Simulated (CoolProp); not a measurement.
Saturated liquid density (kg/m³) of C3F8 (R218): the reference equation beside estimates from Tc = 71.9 °C, pc = 2.640 MPa, ω = 0.317. Rackett uses Z = 0.29056 − 0.08775 ω.

Values from CoolProp's reference Helmholtz-energy equation of state, Lemmon 2006. It is a short technical equation, of lower accuracy than the large ones.

```csv
T (°C),reference,Rackett,van der Waals,Redlich-Kwong,Soave-Redlich-Kwong,Peng-Robinson
-53.45,1675,1792,1039,1523,1590,1796
-45.05,1643,1757,1020,1489,1559,1763
-36.65,1611,1721,1000,1454,1526,1727
-28.25,1578,1684,979.2,1417,1492,1689
-19.85,1543,1645,957.3,1378,1454,1648
-11.45,1507,1605,934.3,1337,1414,1603
-3.05,1469,1563,909.9,1293,1371,1555
5.35,1429,1518,884.0,1246,1324,1503
13.75,1386,1471,856.3,1196,1273,1445
22.15,1340,1420,826.5,1142,1217,1381
30.55,1290,1365,793.8,1084,1155,1310
38.95,1233,1304,757.6,1019,1085,1229
47.35,1168,1234,716.4,945.9,1005,1135
55.75,1087,1150,667.3,859.9,908.8,1022
```

Absolute difference from the reference over all 14 rows, mean and median: Rackett 6.3 and 6.3 %, van der Waals 38.2 and 38.1 %, Redlich-Kwong 13.3 and 12.4 %, Soave-Redlich-Kwong 8.4 and 7.0 %, Peng-Robinson 5.1 and 5.9 %.
